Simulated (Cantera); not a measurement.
Charge: 1 mol SiC, 0.94 mol O2, 2 mol N2, at 3.10 mbar.

Method: chemical equilibrium by Gibbs-energy minimisation in Cantera with the NASA 1993 tables (ideal gas, pure condensed phases). Candidate condensed phases: C, Si, SiC, SiO2, Si2N2O, Si3N4; 34 gas species. N2 is the only nitrogen source here; it is nearly inert below about 1500 K, so the nitride shown seldom forms there in practice. Mutual solubility and eutectic melting of coexisting phases are not modelled. The tables hold silica as quartz up to 1696 K and as liquid above; real silica turns to tridymite and cristobalite and melts near 1996 K. The numbers say what is thermodynamically allowed, not how fast it happens.

Task: Which condensed phases are stable at each of these points (T (K)): 1123, 1223, 1323, 1423, 1523, 1623, 1723, 1823, 1923, 2023, 2123?

Result: 
```tsv
T (K)	condensed phases	Si condensed (%)
1123	C(graphite) + SiO2(β-quartz) + Si2N2O(s)	100.0
1223	SiO2(β-quartz) + Si2N2O(s)	100.0
1323	SiO2(β-quartz) + Si2N2O(s)	100.0
1423	SiO2(β-quartz) + Si2N2O(s)	99.8
1523	SiO2(β-quartz) + Si2N2O(s)	97.2
1623	SiO2(β-quartz) + Si2N2O(s)	60.6
1723	Si2N2O(s)	23.9
1823	SiC(s)	5.9
1923	SiC(s)	5.5
2023	SiC(s)	3.6
2123	gas only	0.0
```

At 1123 K the condensed part is C(graphite) + SiO2(β-quartz) + Si2N2O(s). From 1223 K to 1623 K the condensed part is SiO2(β-quartz) + Si2N2O(s). At 1723 K the condensed part is Si2N2O(s). From 1823 K to 2023 K the condensed part is SiC(s). At 2123 K nothing is condensed.
